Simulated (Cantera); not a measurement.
A closed system holds: 1 mol Zr, 0.97 mol H2O, 0.19 mol O2, at 1700 K and 75.0 mbar.

Cantera equilibrium calculation (NASA polynomials, part measured and part estimated; ideal gas, pure solids and liquids). Candidate condensed phases: H2O, Zr, ZrO2; 12 gas species. Mutual solubility and eutectic melting of coexisting phases are not modelled. Condensed phases not in the tables: N, O or C dissolved in the metal. The numbers say what is thermodynamically allowed, not how fast it happens.

Base state: H2 0.999, H 0.000538 (mole fractions); condensed: Zr(β) + ZrO2(tetragonal).

### Question
What changes in the equilibrium state with this change: pressure from 75.0 mbar to 2.70 mbar?

### Answer
| species | before | after |
|---|---|---|
| H2 | 0.999 | 0.997 |
| H | 0.000538 | 0.00283 |
| Zr(β), mol | 0.325 | 0.325 |
| ZrO2(tetragonal), mol | 0.675 | 0.675 |
